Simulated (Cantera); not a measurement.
# Hydrocarbon pyrolysis for carbon deposition

A perfectly stirred reactor is fed with 1.64 % C2H6, 98.4 % N2, at 0.133 bar; it is held at 1775 K, and followed from long to short residence time.

Detailed kinetics in Cantera: GRI-Mech 3.0 (53 species, 325 reactions). GRI-Mech 3.0 stops at C3 and has no aromatics, soot or wall deposition, so with more carbon than oxygen in the feed, carbon stays in small species such as C2H2 where larger ones or solid carbon would form.

```csv
τ (s),x C2H6,x C2H,x C2H2,x C2H4,x HCN
1.3,1.29e-6,8.39e-7,0.0154,1.04e-5,0.000293
0.62,2.56e-6,9.48e-7,0.0153,1.79e-5,0.000243
0.30,4.99e-6,1.08e-6,0.0152,3.13e-5,0.000203
0.15,9.43e-6,1.21e-6,0.0150,5.43e-5,0.000169
0.074,1.80e-5,1.36e-6,0.0148,9.61e-5,0.000137
0.036,3.50e-5,1.52e-6,0.0145,0.000173,0.000108
0.018,6.61e-5,1.67e-6,0.0141,0.000305,8.38e-5
0.0088,0.000128,1.84e-6,0.0135,0.000543,6.31e-5
0.0043,0.000247,1.99e-6,0.0126,0.000950,4.64e-5
0.0021,0.000475,2.10e-6,0.0113,0.00161,3.34e-5
```
x: mole fraction; the columns are a selection and need not sum to one.
